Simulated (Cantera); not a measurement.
Input (Python, Cantera) and output of one run.

```python
import numpy as np
import cantera as ct

gas_names = """
    C CO CO2 C2 C2O C3 C3O2 C4 C5 Cu CuO Cu2 O O2 O3
""".split()
cond_names = """
    C(gr) Cu(cr) Cu(L) CuO(s) Cu2O(s) Cu2O(L)
""".split()


# ... load() reads the species with a 1 bar reference pressure and builds the phases ...
atoms = {
    'Cu2O': {'Cu': 2, 'O': 1},
    'CO': {'C': 1, 'O': 1},
}
top_T = {'C(gr)': 4500, 'CuO(s)': 1390}  # K; cautious upper limits of use, not melting points


# ... equilibrate(T, P, feed) seeds the gas with the atoms and calls Mixture.equilibrate('TP', solver="vcs", rtol=1e-11, max_steps=5000) ...
results = []
feed = {'Cu2O': 1, 'CO': 2.4}  # mol
T = 1525  # K
P = 51  # Pa
mix = equilibrate(T, P, feed)
results.append((T, P, feed, dict(zip(mix.species_names, mix.species_moles))))
x = sorted(zip(gas.X, gas.species_names), reverse=True)
print(f"T = {T:g} K  P = {P:g} Pa  gas = {mix.phase_moles(0):.4g} mol")
print("   x: " + "  ".join(f"{s} {v:.3e}" for v, s in x if v > 1e-05))
print("   condensed (mol): " + ("  ".join(f"{mix.phase(i).name} {mix.phase_moles(i):.4g}"
      for i in range(1, mix.n_phases) if mix.phase_moles(i) > 1e-12) or "none"))
```

Output:

```
T = 1525 K  P = 51 Pa  gas = 2.46 mol
   x: CO 5.691e-01  CO2 4.065e-01  Cu 2.439e-02  Cu2 1.120e-05
   condensed (mol): Cu(L) 1.94
```

Method: chemical equilibrium by Gibbs-energy minimisation in Cantera with the NASA 1993 tables (ideal gas, pure condensed phases).
